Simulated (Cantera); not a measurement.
Standard-state values (1 bar) from the NASA 1993 polynomials, evaluated with Cantera. Values are per mole of reaction as written; species without (g) are pure solids or liquids, kept so even where they would boil at 1 bar.

6 OH(g) + 2 Cr2N → 2 NH3(g) + 3 O2(g) + 4 Cr

| T (K) | ΔH° (kJ) | ΔS° (J/K) | ΔG° (kJ) | log10 K |
|---|---|---|---|---|
| 398 | -82.6 | -153.4 | -21.6 | 2.83 |
| 498 | -87.7 | -164.8 | -5.6 | 0.59 |
| 598 | ___ | ___ | ___ | ___ |
| 698 | ___ | ___ | ___ | ___ |
| 798 | -98.6 | -182.4 | 46.9 | -3.07 |
| 898 | -101.2 | -185.4 | 65.3 | -3.80 |
| 998 | -103.5 | -187.8 | 84.0 | -4.39 |
| 1098 | -105.4 | -189.6 | 102.8 | -4.89 |

Q: Some entries are withheld; supply them.

A: 
- 598, ΔH° (kJ): -92.0
- 598, ΔS° (J/K): -172.8
- 598, ΔG° (kJ): 11.3
- 598, log10 K: -0.99
- 698, ΔH° (kJ): -95.6
- 698, ΔS° (J/K): -178.3
- 698, ΔG° (kJ): 28.9
- 698, log10 K: -2.16
